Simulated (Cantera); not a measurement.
An isothermal, constant-pressure homogeneous reactor starts with CH4 : N2 = 1 : 0.76 (molar parts), at 1875 K and 1.00 bar.

Model: GRI-Mech 3.0 (53 species, 325 reactions), integrated in Cantera. GRI-Mech 3.0 stops at C3 and has no aromatics, soot or wall deposition, so with more carbon than oxygen in the feed, carbon stays in small species such as C2H2 where larger ones or solid carbon would form.

Task: Predict: x(CH4) at 4.00 s; x(CH2) at 4.00 s; x(HCN) at 4.00 s; x(C2H4) at 4.00 s; x(H2) at 4.00 s; x(C2H2) at 4.00 s; x(CH3) at 4.00 s.

Result: 
| Quantity | Result |
|---|---|
| x(CH4) at 4.00 s | 0.00562 (gas-phase equilibrium 0.00472) |
| x(CH2) at 4.00 s | 1.09e-7 (gas-phase equilibrium 9.12e-8) |
| x(HCN) at 4.00 s | 4.60e-5 (gas-phase equilibrium 0.107) |
| x(C2H4) at 4.00 s | 0.00135 (gas-phase equilibrium 0.000950) |
| x(H2) at 4.00 s | 0.537 (gas-phase equilibrium 0.538) |
| x(C2H2) at 4.00 s | 0.178 (gas-phase equilibrium 0.125) |
| x(CH3) at 4.00 s | 0.000101 (gas-phase equilibrium 8.50e-5) |
